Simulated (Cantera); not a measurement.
A freely propagating, adiabatic, planar premixed flame of H₂ : O₂ : N₂ = 1 : 0.746 : 2.61 (molar parts), equivalence ratio 0.67, unburnt at 423 K and 4.60 bar; mixture-averaged transport, grid criteria slope 0.08 and curve 0.16, no radiation.

Detailed kinetics in Cantera: the H2/O2 subset of GRI-Mech 3.0, which has no nitrogen chemistry. The hydrogen kinetics of GRI-Mech 3.0 are dated; newer H2 mechanisms differ, most at raised pressure. Burning velocities carry a grid error of a few per cent, more on coarse grids. Lean hydrogen flames are cellular in practice and burn faster than this planar one.

**Question.** What does this change do: inlet temperature 423 to 600 K?

**Answer.** 
```json
[
 {"quantity": "laminar burning velocity", "before": "157 cm/s", "after": "412 cm/s"},
 {"quantity": "thermal thickness", "before": "0.0646 mm", "after": "0.0623 mm"},
 {"quantity": "peak x(HO₂)", "before": "0.000869", "after": "0.000851"},
 {"quantity": "peak x(H₂O₂)", "before": "0.000154", "after": "8.77e-5"},
 {"quantity": "peak x(H)", "before": "0.00632", "after": "0.0128"},
 {"quantity": "peak x(OH)", "before": "0.00972", "after": "0.0141"}
]
```

**Question.** What does this change do: H2 1 to 1.3 parts?

**Answer.** 
| quantity | before | after |
|---|---|---|
| laminar burning velocity | 157 cm/s | 315 cm/s |
| thermal thickness | 0.0646 mm | 0.0569 mm |
| peak x(HO₂) | 0.000869 | 0.00106 |
| peak x(H₂O₂) | 0.000154 | 0.000134 |
| peak x(H) | 0.00632 | 0.0194 |
| peak x(OH) | 0.00972 | 0.0162 |
